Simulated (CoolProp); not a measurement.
A simple Rankine cycle with R1224YDZ: condensing at 318.15 K, boiler at 2.1 MPa, turbine inlet 472.1 K, turbine efficiency 0.85, pump efficiency 0.7, no recuperator. Each further row changes one setting.

Values from CoolProp's reference Helmholtz-energy equation of state, Akasaka 2023.

```
case                             thermal efficiency (%)  net work (kJ/kg)  heat in (kJ/kg)  turbine exit temperature (K)  volume ratio over the turbine
-------------------------------  ----------------------  ----------------  ---------------  ----------------------------  -----------------------------
as stated                                          12.8              36.2              282                         418.8                           7.62
condensing temperature 310.15 K                    14.0              40.9              292                         413.2                           9.72
boiler pressure 1.47 MPa                           10.9              31.4              289                         430.2                           5.16
turbine efficiency 0.75                            11.2              31.7              282                         423.4                           7.71
```
